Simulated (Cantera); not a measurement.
Source: NASA polynomial tables (part measured, part estimated), evaluated in Cantera. Values are per mole of reaction as written; species without (g) are pure solids or liquids, kept so even where they would boil at 1 bar.

Question: Between 2148 and 2748 K, where is each reaction favourable under standard conditions?
- 4 N2O(g) + 9 CuF2(g) = 6 NF3(g) + 9 Cu + 2 NO2(g)

Answer: 
- 4 N2O(g) + 9 CuF2(g) = 6 NF3(g) + 9 Cu + 2 NO2(g): ΔG° is 3105 kJ at 2148 K and 3487 kJ at 2748 K; it stays positive (K < 1). ΔH° is 1786 kJ and ΔS° -619 J/K at 2748 K.
